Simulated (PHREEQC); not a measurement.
Make-up at 25 °C: 0.21 mol HF and 0.099 mol (CH3)4NF per kg of water. Closed to the air; pH follows from the charge balance.

All values are PHREEQC results (ion-association model, phreeqc.dat), not measurements.

This is a speciation only: nothing precipitates in the calculation.

Order these F species by the share of F that they hold, largest first: HF, HF2-, F-.

HF (54 %), HF2- (26 %), F- (20 %)

The pH is 2.62 and the ionic strength 0.102 mol/kgw. Complexes and solids missing from the database can't appear. (CH3)4N+ isn't in the database: it is added as a free cation with an ion size of 4 Å.
